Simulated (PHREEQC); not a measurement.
Dissolve 0.25 mol/kgw HF and 0.052 mol/kgw NH4HF2 at 25 °C. Closed to the air; pH follows from the charge balance.

Equilibrium calculation in PHREEQC: ion-association model, wateq4f.dat.

This is a speciation only: nothing precipitates in the calculation.

Task: Order these F species by the share of F that they hold, largest first: HF2-, HF, F-, H2F2.

Result: HF (43 %), H2F2 (35 %), HF2- (12 %), F- (10.0 %)

The pH is 2.44 and the ionic strength 0.0563 mol/kgw. Species that the database lacks are ignored. wateq4f.dat counts part of the HF as a dimer, H2F2, which phreeqc.dat doesn't know; its constant is uncertain.
